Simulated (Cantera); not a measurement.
Adiabatic ignition

An adiabatic, constant-volume homogeneous reactor starts with CH₄ : O₂ : N₂ = 1 : 3.28 : 12.3 (molar parts), equivalence ratio 0.61, at 1323 K and 0.770 bar.

Model: GRI-Mech 3.0 (53 species, 325 reactions), integrated in Cantera.

```csv
t (s),T (K),P (bar),x CH₄,x O₂,x C₂H₂,x CO₂,x N₂O,x CO
1.00e-6,1323,0.770,0.0603,0.198,<1e-12,<1e-12,<1e-12,<1e-12
2.59e-6,1323,0.770,0.0603,0.198,<1e-12,<1e-12,<1e-12,<1e-12
6.69e-6,1323,0.770,0.0603,0.198,<1e-12,<1e-12,<1e-12,<1e-12
1.73e-5,1323,0.770,0.0603,0.198,<1e-12,<1e-12,<1e-12,<1e-12
4.48e-5,1323,0.770,0.0603,0.198,<1e-12,<1e-12,<1e-12,4.46e-12
0.000116,1323,0.770,0.0603,0.198,<1e-12,1.51e-12,<1e-12,8.33e-11
0.000299,1323,0.770,0.0603,0.198,<1e-12,3.90e-11,5.68e-12,1.85e-9
0.000775,1323,0.770,0.0603,0.198,1.14e-12,1.72e-9,3.09e-11,6.34e-8
0.00200,1324,0.770,0.0602,0.198,2.79e-10,8.86e-8,1.30e-10,3.74e-6
0.00518,1331,0.775,0.0590,0.197,4.15e-8,2.34e-6,9.16e-10,0.000170
0.0134,2609,1.54,<1e-12,0.0709,<1e-12,0.0497,9.63e-7,0.00972
0.0347,2604,1.54,<1e-12,0.0694,<1e-12,0.0499,1.00e-6,0.00962
0.0897,2604,1.54,<1e-12,0.0694,<1e-12,0.0499,1.00e-6,0.00962
0.232,2604,1.54,<1e-12,0.0694,<1e-12,0.0499,1.00e-6,0.00962
0.600,2604,1.54,<1e-12,0.0694,<1e-12,0.0499,1.00e-6,0.00962
```
x: mole fraction; the columns are a selection and need not sum to one.

```
Quantity                                                          Result
---------------------------------  -------------------------------------
time of steepest temperature rise                                8.01 ms
temperature at 0.600 s                                            2604 K
equilibrium temperature                                           2604 K
x(CH₄) at 0.600 s                  <1e-12 (gas-phase equilibrium <1e-12)
x(O₂) at 0.600 s                   0.0694 (gas-phase equilibrium 0.0694)
x(C₂H₂) at 0.600 s                 <1e-12 (gas-phase equilibrium <1e-12)
```
